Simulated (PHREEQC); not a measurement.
Solution (20 °C): 0.091 mol Cu(BF4)2 and 0.014 mol H2SO4 per kg of water. Closed to the air; pH follows from the charge balance.

All values are PHREEQC results (ion-association model, wateq4f.dat), not measurements.

Task: The ionic strength comes out as 0.284 mol/kgw. What activity coefficients do BF4-, Cu+2, HF2-, SO4-2, HSO4- get?

Result: BF4- 0.65, Cu+2 0.30, HF2- 0.68, SO4-2 0.26, HSO4- 0.71.

No solid was allowed to form. Real BF4- forms and hydrolyses slowly; the run takes it at equilibrium.
